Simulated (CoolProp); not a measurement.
Vapour pressure (kPa) of carbonyl sulfide: the reference equation beside estimates from Tc = 378.8 K, pc = 6369 kPa, ω = 0.098.

Model: reference Helmholtz-energy equation of state, Lemmon 2006, in CoolProp. It is a short technical equation, of lower accuracy than the large ones.

```
T (K)  reference  Redlich-Kwong  Peng-Robinson
-----  ---------  -------------  -------------
207.8      47.29          47.68            ___
231        144.8          154.5          146.2
254.2        ___          386.2          354.5
277.4      736.4          806.4            ___
300.5       1358           1476           1358
323.7       2298            ___           2306
346.9        ___           3815           3662
370.1       5492           5589            ___
```

Question: Some entries are withheld; supply them.

Answer: 
- 207.8, Peng-Robinson: 48.60
- 254.2, reference: 353.9
- 277.4, Peng-Robinson: 735.7
- 323.7, Redlich-Kwong: 2461
- 346.9, reference: 3638
- 370.1, Peng-Robinson: 5523

Absolute difference from the reference over all 8 rows, mean and median: Redlich-Kwong 6.1 and 6.9 %, Peng-Robinson 0.7 and 0.5 %.
